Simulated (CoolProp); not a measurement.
Vapour-liquid equilibrium of R1234yf (1) + R1234ze(E) (2) at 0.174 bar; x and y are mole fractions of (1).

The numbers come from the multi-fluid Helmholtz-energy mixture model, Lemmon 2022 and Thol 2016; pair parameters Bell 2022 in CoolProp.

```csv
x,"bubble temperature, mixture model (°C)","bubble temperature, Raoult's law (°C)","y, mixture model","y, Raoult's law"
0.05,-53.8,-53.7,0.093,0.087
0.15,-55.2,-54.9,0.252,0.244
0.25,(withheld),-56.1,(withheld),0.380
0.35,-57.5,-57.2,0.500,0.500
0.45,(withheld),-58.3,0.601,0.604
0.55,(withheld),-59.2,0.691,0.696
0.65,(withheld),-60.2,(withheld),0.778
0.75,-61.2,-61.1,0.845,0.851
0.85,-62.0,-61.9,0.912,0.915
0.95,-62.7,-62.7,(withheld),0.973
```

What belongs in the gaps?


- 0.25, bubble temperature, mixture model (°C): -56.4
- 0.25, y, mixture model: 0.385
- 0.45, bubble temperature, mixture model (°C): -58.5
- 0.55, bubble temperature, mixture model (°C): -59.4
- 0.65, bubble temperature, mixture model (°C): -60.3
- 0.65, y, mixture model: 0.772
- 0.95, y, mixture model: 0.972

The largest gap from Raoult's law is -0.3 K in bubble temperature, at x = 0.25. No azeotrope shows between x = 0.05 and 0.95.

The pair parameters rest on a limited set of measurements; away from them the model extrapolates.
